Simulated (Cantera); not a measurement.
What does this Cantera script print?

```python
import numpy as np
import cantera as ct

gas_names = """
    H H2 N NH NH2 NH3 N2 N2H2 N2H4 Si SiH SiH2 SiH3 SiH4 SiN Si2 Si2N Si3
""".split()
cond_names = """
    Si(cr) Si(L) Si3N4(a)
""".split()


# ... load() reads the species with a 1 bar reference pressure and builds the phases ...
atoms = {
    'trisilylamine': {'Si': 3, 'N': 1, 'H': 9},
    'N2': {'N': 2},
}
top_T = {'Si3N4(a)': 2400}  # K; cautious upper limits of use, not melting points


# ... equilibrate(T, P, feed) seeds the gas with the atoms and calls Mixture.equilibrate('TP', solver="vcs", rtol=1e-11, max_steps=5000) ...
results = []
feed = {'trisilylamine': 1, 'N2': 1.5}  # mol
P = 5.3  # Pa
for T in [1425, 1475, 1525, 1575, 1625, 1675, 1725, 1775, 1825, 1875]:
    mix = equilibrate(T, P, feed)
    results.append((T, P, feed, dict(zip(mix.species_names, mix.species_moles))))
    x = sorted(zip(gas.X, gas.species_names), reverse=True)
    print(f"T = {T:g} K  P = {P:g} Pa  gas = {mix.phase_moles(0):.4g} mol")
    print("   x: " + "  ".join(f"{s} {v:.3e}" for v, s in x if v > 1e-05))
    print("   condensed (mol): " + ("  ".join(f"{mix.phase(i).name} {mix.phase_moles(i):.4g}"
          for i in range(1, mix.n_phases) if mix.phase_moles(i) > 1e-12) or "none"))
```

Result:

```
T = 1425 K  P = 5.3 Pa  gas = 5.55 mol
   x: H2 8.104e-01  N2 1.888e-01  H 8.435e-04  Si 3.038e-05
   condensed (mol): Si(cr) 1.571  Si3N4(a) 0.4762
T = 1475 K  P = 5.3 Pa  gas = 6.506 mol
   x: H2 6.910e-01  N2 3.074e-01  H 1.481e-03  Si 1.085e-04
   condensed (mol): Si(cr) 2.999
T = 1525 K  P = 5.3 Pa  gas = 6.511 mol
   x: H2 6.898e-01  N2 3.072e-01  H 2.699e-03  Si 3.562e-04
   condensed (mol): Si(cr) 2.998
T = 1575 K  P = 5.3 Pa  gas = 6.523 mol
   x: H2 6.875e-01  N2 3.066e-01  H 4.733e-03  Si 1.083e-03  SiH 1.562e-05
   condensed (mol): Si(cr) 2.993
T = 1625 K  P = 5.3 Pa  gas = 6.547 mol
   x: H2 6.833e-01  N2 3.055e-01  H 8.011e-03  Si 3.074e-03  SiH 3.685e-05  Si2N 1.671e-05
   condensed (mol): Si(cr) 2.979
T = 1675 K  P = 5.3 Pa  gas = 6.598 mol
   x: H2 6.754e-01  N2 3.031e-01  H 1.311e-02  Si 8.188e-03  SiH 8.227e-05  Si2N 3.898e-05  Si2 3.188e-05  SiN 2.162e-05
   condensed (mol): Si(cr) 2.944
T = 1725 K  P = 5.3 Pa  gas = 6.7 mol
   x: H2 6.612e-01  N2 2.985e-01  H 2.074e-02  Si 1.915e-02  SiH 1.620e-04  Si2 9.132e-05  Si2N 7.449e-05  SiN 4.252e-05  Si3 2.267e-05  SiH2 1.140e-05
   condensed (mol): Si(L) 2.868
T = 1775 K  P = 5.3 Pa  gas = 6.899 mol
   x: H2 6.363e-01  N2 2.898e-01  Si 4.142e-02  H 3.171e-02  SiH 2.952e-04  Si2 2.318e-04  Si2N 1.281e-04  SiN 7.747e-05  Si3 5.594e-05  SiH2 1.593e-05
   condensed (mol): Si(L) 2.705
T = 1825 K  P = 5.3 Pa  gas = 7.305 mol
   x: H2 5.925e-01  N2 2.736e-01  Si 8.580e-02  H 4.656e-02  Si2 5.585e-04  SiH 5.109e-04  Si2N 2.105e-04  SiN 1.345e-04  Si3 1.311e-04  SiH2 2.110e-05
   condensed (mol): Si(L) 2.354
T = 1875 K  P = 5.3 Pa  gas = 8.182 mol
   x: H2 5.172e-01  N2 2.442e-01  Si 1.709e-01  H 6.475e-02  Si2 1.283e-03  SiH 8.294e-04  Si2N 3.267e-04  Si3 2.932e-04  SiN 2.201e-04  SiH2 2.570e-05
   condensed (mol): Si(L) 1.559
```

These are equilibrium values from Cantera (NASA tables, ideal gas, pure condensed phases), not measurements of a reactor. The feed counts by its element totals alone. Mutual solubility and eutectic melting of coexisting phases are not modelled. The tables' values for SiN are old estimates; treat these amounts as uncertain. Gases not in the tables: Si2H6 and higher silanes.
